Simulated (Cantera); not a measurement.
Dilute partial oxidation

An isothermal, constant-pressure homogeneous reactor starts with 2.57 % CH4, 2.28 % O2, 95.1 % N2, equivalence ratio 2.2, at 1375 K and 2.66 atm.

Cantera simulation using GRI-Mech 3.0 (53 species, 325 reactions); the numbers are that mechanism's predictions, not measurements. The temperature is held fixed by assumption; the heat of reaction is taken as removed at once.

```json
[
 {"t (s)": "4.00e-6", "x CH4": "0.0257", "x O2": "0.0228", "x C2H2": "<1e-12", "x O": "1.30e-10", "x HCN": "<1e-12", "x H": "8.18e-10"},
 {"t (s)": "2.89e-5", "x CH4": "0.0257", "x O2": "0.0228", "x C2H2": "<1e-12", "x O": "1.65e-10", "x HCN": "<1e-12", "x H": "8.95e-10"},
 {"t (s)": "0.000209", "x CH4": "0.0257", "x O2": "0.0228", "x C2H2": "<1e-12", "x O": "4.30e-10", "x HCN": "<1e-12", "x H": "1.45e-9"},
 {"t (s)": "0.00151", "x CH4": "0.0257", "x O2": "0.0228", "x C2H2": "1.71e-10", "x O": "2.08e-9", "x HCN": "<1e-12", "x H": "4.42e-9"},
 {"t (s)": "0.0110", "x CH4": "0.0253", "x O2": "0.0226", "x C2H2": "1.25e-7", "x O": "6.41e-9", "x HCN": "<1e-12", "x H": "2.34e-8"},
 {"t (s)": "0.0792", "x CH4": "0.00453", "x O2": "0.00121", "x C2H2": "0.00119", "x O": "2.70e-8", "x HCN": "1.17e-8", "x H": "2.68e-6"},
 {"t (s)": "0.573", "x CH4": "0.00401", "x O2": "2.02e-5", "x C2H2": "0.00152", "x O": "4.46e-11", "x HCN": "1.43e-8", "x H": "2.89e-7"},
 {"t (s)": "4.15", "x CH4": "0.00373", "x O2": "6.17e-11", "x C2H2": "0.00162", "x O": "<1e-12", "x HCN": "1.46e-8", "x H": "2.60e-7"},
 {"t (s)": "30.0", "x CH4": "0.00273", "x O2": "<1e-12", "x C2H2": "0.00188", "x O": "<1e-12", "x HCN": "1.45e-8", "x H": "3.02e-7"}
]
```
x: mole fraction; the columns are a selection and need not sum to one.

Equilibrium at this temperature and pressure: CH4 9.43e-9, O2 <1e-12, C2H2 <1e-12, O <1e-12, HCN 6.14e-8, H 3.92e-7 (gas phase only).
